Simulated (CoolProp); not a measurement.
Vapour-liquid equilibrium of acetone (1) + n-hexane (2) at 442.8 K; x and y are mole fractions of (1).

The numbers come from the multi-fluid Helmholtz-energy mixture model, Lemmon 2006 and Thol 2019; pair parameters Bell 2016 in CoolProp.

Task: Give the bubble pressure and the first vapour's composition at x = 0.05, 0.2, 0.65. Is there an azeotrope?

Result: x = 0.05: 1.209 MPa, y = 0.116; x = 0.2: 1.480 MPa, y = 0.330; x = 0.65: 1.801 MPa, y = 0.666. y crosses x between x = 0.65 and 0.8: the model has an azeotrope there.

Pair parameters are fitted to limited data, so mixtures are less certain than the pure fluids.
